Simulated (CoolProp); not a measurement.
Saturated liquid density (kg/m³) of normal hydrogen: the reference equation beside estimates from Tc = -240.0 °C, pc = 1.296 MPa, ω = -0.219.

Values from CoolProp's reference Helmholtz-energy equation of state, Leachman 2009.

| T (°C) | reference | Soave-Redlich-Kwong | Peng-Robinson |
|---|---|---|---|
| -251.85 | 69.76 | 76.72 | 86.40 |
| -250.35 | 67.86 | 73.35 | 82.64 |
| -248.75 | 65.61 | 69.47 | 78.27 |
| -247.15 | 63.08 | 65.22 | 73.44 |
| -245.55 | 60.15 | 60.49 | 68.02 |
| -243.95 | 56.64 | 55.07 | 61.77 |
| -242.45 | 52.41 | 48.99 | 54.70 |
| -240.85 | 45.33 | 40.08 | 44.31 |

Absolute difference from the reference over all 8 rows, mean and median: Soave-Redlich-Kwong 6.1 and 6.2 %, Peng-Robinson 13.8 and 14.8 %.
